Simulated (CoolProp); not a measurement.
Vapour-liquid equilibrium of ethylene (1) + propane (2) at 219.7 K; x and y are mole fractions of (1).

The numbers come from the multi-fluid Helmholtz-energy mixture model, Smukala 2000 and Lemmon 2009; pair parameters Bell 2016 in CoolProp.

Give the bubble pressure and the first vapour's composition at x = 0.05, 0.2, 0.95. Is there an azeotrope?

x = 0.05: 0.1062 MPa, y = 0.456; x = 0.2: 0.2458 MPa, y = 0.791; x = 0.95: 0.8973 MPa, y = 0.994. No azeotrope shows between x = 0.05 and 0.95.

Pair parameters are fitted to limited data, so mixtures are less certain than the pure fluids. The gap from Raoult's law changes sign with composition, which may be real or a fault of the pair parameters; it wasn't checked against measurements.
